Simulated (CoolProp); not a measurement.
Aqueous lithium chloride as a coolant, 9 % by mass, freezing at -10.6 °C, 1 atm.

Model: Melinder's fits for secondary coolants, in CoolProp.

```
T (°C)  density (kg/m³)  viscosity (mPa s)  conductivity (W/(m K))  cp (kJ/(kg K))
------  ---------------  -----------------  ----------------------  --------------
-5                 1054               2.75                   0.537           3.681
3.1                1053               2.11                   0.550           3.692
11.3               1052               1.68                   0.562           3.704
19.4               1050               1.38                   0.575           3.716
27.5               1048               1.15                   0.587           3.729
35.6               1046              0.976                   0.599           3.742
```
